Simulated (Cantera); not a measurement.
Input (Python, Cantera) and output of one run.

```python
import numpy as np
import cantera as ct

gas_names = """
    C CH CH2 CH3 CH2OH CH3O CH4 CH3OH CO COS CO2 COOH CS CS2 C2 C2H CHCO,ketyl C2H2,acetylene
    C2H2,vinylidene CH2CO,ketene C2H3,vinyl CH3CO,acetyl C2H4 C2H4O,ethylen CH3CHO,ethanal CH3COOH
    (HCOOH)2 C2H5 C2H6 CH3OCH3 C2H5OH C2O C3 C3H3,propargyl C3H4,allene C3H4,propyne C3H4,cyclo-
    C3H5,allyl C3H6,propylene C3H6,cyclo- C3H6O C3H7,n-propyl C3H7,i-propyl C3H8 C3H8O,1propanol
    C3H8O,2propanol C3O2 C4 C4H2 C4H4,1,3-cyclo- C4H6,butadiene C4H6,2-butyne C4H6,cyclo- C4H8,1-butene
    C4H8,cis2-buten C4H8,tr2-butene C4H8,isobutene C4H8,cyclo- (CH3COOH)2 C4H9,n-butyl C4H9,i-butyl
    C4H9,s-butyl C4H9,t-butyl C4H10,isobutane C4H10,n-butane C5 C5H6,1,3cyclo- C5H8,cyclo-
    C5H10,1-pentene C5H10,cyclo- C5H11,pentyl C5H11,t-pentyl C5H12,n-pentane C5H12,i-pentane
    CH3C(CH3)2CH3 C6H2 C6H5,phenyl C6H5O,phenoxy C6H6 C6H5OH,phenol C6H10,cyclo- C6H12,1-hexene
    C6H12,cyclo- C6H13,n-hexyl C7H7,benzyl C7H8 C7H8O,cresol C7H14,1-heptene C7H15,n-heptyl
    C7H16,n-heptane C8H8,styrene C8H10,ethylbenz C8H16,1-octene C8H17,n-octyl C8H18,isooctane
    C8H18,n-octane C9H19,n-nonyl C10H8,naphthale C10H21,n-decyl C12H9,o-bipheny C12H10,bipheny H HCO HO2
    H2 HCHO,formaldehy HCOOH H2O H2O2 H2S H2SO4 Mg MgH MgO MgOH MgO2H2 MgS Mg2 O OH O2 O3 S SH SO SO2
    SO3 S2 S2O S8
""".split()
cond_names = """
    C(gr) C6H6(L) C7H8(L) C8H18(L),n-octa H2O(s) H2O(L) H2SO4(L) Mg(cr) Mg(L) MgCO3(s) MgO(s) MgO(L)
    MgO2H2(s) MgS(s) MgSO4(s) MgSO4(L) S(cr1) S(cr2) S(L)
""".split()


def load(file, names, dense=False):
    # The tables refer to 1 bar. Condensed volumes are neglected.
    table = {s.name: s for s in ct.Species.list_from_file(file)}
    out = []
    for n in names:
        d = dict(table[n].input_data)
        d["thermo"] = dict(d["thermo"], **{"reference-pressure": 1e5})
        if dense:
            d["equation-of-state"] = {"model": "constant-volume", "density": "1e6 g/cm^3"}
        out.append(ct.Species.from_dict(d))
    return out


gas = ct.Solution(thermo="ideal-gas", species=load("nasa_gas.yaml", gas_names))
cond = {s.name: ct.Solution(thermo="fixed-stoichiometry", species=[s], name=s.name)
        for s in load("nasa_condensed.yaml", cond_names, dense=True)}
atoms = {
    'MgSO4': {'Mg': 1, 'S': 1, 'O': 4},
    'CO2': {'C': 1, 'O': 2},
    'H2O': {'H': 2, 'O': 1},
}
top_T = {'C(gr)': 4500, 'MgS(s)': 2250}  # K; cautious upper limits of use, not melting points


def equilibrate(T, P, feed):
    n = {}
    for name, mol in feed.items():
        for a, k in atoms[name].items():
            n[a] = n.get(a, 0.0) + k * mol
    gas.TPX = T, P, n
    mass = sum(n.values()) * gas.mean_molecular_weight
    gas.equilibrate("TP")
    valid = [c for c in cond.values() if c.min_temp <= T <= top_T.get(c.name, c.max_temp)]
    mix = ct.Mixture([(gas, mass / gas.mean_molecular_weight)] + [(c, 0.0) for c in valid])
    mix.T, mix.P = T, P
    mix.equilibrate("TP", solver="vcs", rtol=1e-11, max_steps=5000)
    return mix


results = []
T = 2173  # K
P = 640  # Pa
for m in [0.36, 0.46, 0.59, 0.76, 0.97, 1.2, 1.6, 2, 2.6, 3.4, 4.3, 5.5]:
    feed = {'MgSO4': 1, 'CO2': 9.9, 'H2O': m}  # mol
    mix = equilibrate(T, P, feed)
    results.append((T, P, feed, dict(zip(mix.species_names, mix.species_moles))))

top = {s: max(r[3][s] / sum(r[3][g] for g in gas_names) for r in results) for s in gas_names}
cols = sorted((s for s in top if top[s] > 0.001), key=lambda s: -top[s])[:9]
seen = [c for c in cond_names if any(r[3].get(c, 0) > 1e-12 for r in results)]
print("log10 of partial pressures in bar; condensed amounts in mol")
print(f"{'n(H2O)':>10s}" + "".join(f"{s[:9]:>10s}" for s in cols + seen))
for T, P, feed, n in results:
    ng = sum(n[g] for g in gas_names)
    print(f"{feed['H2O']:10.4g}" + "".join(f"{np.log10(max(n[s] / ng * P / 1e5, 1e-99)):10.3f}" for s in cols)
          + "".join(f"{n.get(c, 0):10.4g}" for c in seen))
```

Output:

```
log10 of partial pressures in bar; condensed amounts in mol
    n(H2O)       CO2       H2O        CO        O2       SO2        OH        H2         O         H    MgO(s)
      0.36    -2.380    -3.825    -3.085    -3.195    -3.309    -4.392    -5.245    -4.241    -4.939    0.9876
      0.46    -2.384    -3.715    -3.087    -3.198    -3.312    -4.338    -5.133    -4.242    -4.883    0.9874
      0.59    -2.390    -3.605    -3.091    -3.201    -3.317    -4.284    -5.021    -4.244    -4.827    0.9871
      0.76    -2.396    -3.495    -3.095    -3.206    -3.323    -4.230    -4.909    -4.247    -4.771    0.9868
      0.97    -2.404    -3.392    -3.100    -3.212    -3.331    -4.180    -4.803    -4.249    -4.718    0.9864
       1.2    -2.413    -3.304    -3.105    -3.218    -3.339    -4.138    -4.711    -4.252    -4.672     0.986
       1.6    -2.427    -3.188    -3.115    -3.228    -3.353    -4.082    -4.591    -4.257    -4.612    0.9852
         2    -2.441    -3.101    -3.124    -3.238    -3.366    -4.041    -4.499    -4.262    -4.566    0.9845
       2.6    -2.461    -3.003    -3.137    -3.251    -3.385    -3.995    -4.394    -4.269    -4.514    0.9834
       3.4    -2.486    -2.908    -3.154    -3.268    -3.409    -3.952    -4.291    -4.277    -4.462    0.9819
       4.3    -2.513    -2.829    -3.172    -3.285    -3.435    -3.917    -4.203    -4.286    -4.418    0.9803
       5.5    -2.547    -2.752    -3.195    -3.306    -3.467    -3.884    -4.116    -4.297    -4.375    0.9781
```

These are equilibrium values from Cantera (NASA tables, ideal gas, pure condensed phases), not measurements of a reactor.
